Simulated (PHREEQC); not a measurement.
PHREEQC input (ion-association model, wateq4f.dat):

```
SOLUTION_MASTER_SPECIES
  An  An-  0  An  62.0  # stands for a non-complexing anion
SOLUTION_SPECIES
  An- = An-
    -log_k 0
    -gamma 3.0 0
PHASES
  Fix_H+
    H+ = H+
    -log_k 0
SOLUTION 1
  temp 25
  units mmol/kgw
  pH 7 charge
  Cl 0.22
  Sr 0.11
  S(6) 0.9
  Zn 0.9
  Na 10
  An 10
END
SELECTED_OUTPUT 1
  -reset false
  -pH true
  -pe true
  -ionic_strength true
  -water true
  -totals Cl Na S Sr Zn S(-2) S(6)
  -molalities Hfo_wOH Hfo_wOH2+ Hfo_wO- Hfo_sOH Hfo_sOH2+ Hfo_sO- Hfo_wSO4- Hfo_wOHSO4-2 Hfo_sOHSr+2 Hfo_wOSr+
    Hfo_wOSrOH Hfo_sOZn+ Hfo_wOZn+
  -saturation_indices Celestite Zn(OH)2-a Zn4(OH)6SO4 Zn5(OH)8Cl2 Halite Mirabilite Goslarite
USER_PUNCH 1
  -headings sigma psi
  10 PUNCH EDL("sigma", "Hfo"), EDL("psi", "Hfo")
PRINT
  -reset false
USE solution 1
SURFACE 1
  Hfo_wOH 0.0101124 600 4.5
  Hfo_sOH 0.000252809
EQUILIBRIUM_PHASES 1
  Fix_H+ -4 HAn 10
    -force_equality true
  O2(g) -0.68 10
END
# ... the last block is repeated for the other 16 points of pH, with NaOH or the acid as the point needs
```

Selected output (columns that matter, 9 of 17 rows; pH added in front):

```
pH	mu	Cl	Na	S	Sr	Zn	si_Celestite	si_Zn(OH)2-a	si_Zn4(OH)6SO4	si_Zn5(OH)8Cl2	si_Halite	si_Mirabilite	si_Goslarite	sigma
4	0.015912	0.00022	0.0099999	8.6837e-08	0.00011	0.00089477	-4.8621	-7.705	-24.746	-30.203	-7.3502	-10.322	-8.6222	0.19923
4.75	0.014535	0.00022	0.0099999	4.1507e-07	0.00010999	0.00081957	-4.1638	-6.2357	-19.678	-24.352	-7.346	-9.6274	-7.9622	0.12341
5.5	0.013099	0.00022	0.01	3.3435e-06	0.00010999	0.00060854	-3.2339	-4.857	-14.741	-18.953	-7.3412	-8.7011	-7.1617	0.067084
6.25	0.011398	0.00022	0.01	3.3737e-05	0.00010997	0.00019062	-2.1937	-3.8523	-11.192	-15.423	-7.335	-7.6648	-6.6264	0.033451
7	0.010906	0.00022	0.010066	0.00027304	0.00010961	1.2961e-05	-1.2813	-3.5298	-10.483	-15.309	-7.3305	-6.7391	-6.8851	0.016254
7.75	0.012373	0.00021999	0.011294	0.00073904	0.0001051	7.7045e-07	-0.9019	-3.307	-10.67	-15.7	-7.2864	-6.2236	-7.7404	0.0069046
8.5	0.01291	0.00021999	0.011968	0.00088952	5.77e-05	6.3762e-08	-1.0922	-3.1672	-11.533	-16.503	-7.2633	-6.0977	-9.0227	-0.0028879
9.25	0.013089	0.00021999	0.012459	0.00089949	5.0913e-06	3.3966e-08	-2.1432	-3.0607	-12.602	-17.471	-7.2464	-6.0586	-10.412	-0.015392
10	0.013474	0.00021999	0.013159	0.00089993	2.4635e-07	4.338e-08	-3.4634	-2.9313	-13.588	-18.325	-7.224	-6.0153	-11.785	-0.036708
```
